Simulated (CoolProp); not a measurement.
Ethylbenzene along the isotherm 342.6 K: fugacity coefficient from the reference equation and from simpler models built on Tc = 617.1 K, pc = 36.22 bar, ω = 0.304; each cubic takes its own stable root.

Computed with CoolProp (reference Helmholtz-energy equation of state, Zhou 2012).

```
p (bar)   phase  reference
-------  ------  ---------
4.94     liquid    0.02266
9.88     liquid    0.01159
14.8     liquid   0.007910
19.8     liquid   0.006047
24.7     liquid   0.004956
29.6     liquid   0.004228
34.6     liquid   0.003700
39.5     liquid   0.003313
44.5     liquid   0.003008
49.4     liquid   0.002770
54.3     liquid   0.002576
```

Task: How far does each simpler model (van der Waals, Redlich-Kwong, Soave-Redlich-Kwong, Peng-Robinson) lie from the reference over these 11 states: mean and median of the absolute difference, and the worst?

Result: 
- van der Waals: mean 1740.1 %, median 1738.5 %, worst +1888.4 % at 342.6 K and 54.3 bar
- Redlich-Kwong: mean 187.0 %, median 186.9 %, worst +192.3 % at 342.6 K and 54.3 bar
- Soave-Redlich-Kwong: mean 0.8 %, median 0.9 %, worst +1.5 % at 342.6 K and 54.3 bar
- Peng-Robinson: mean 2.9 %, median 2.9 %, worst +2.9 % at 342.6 K and 54.3 bar
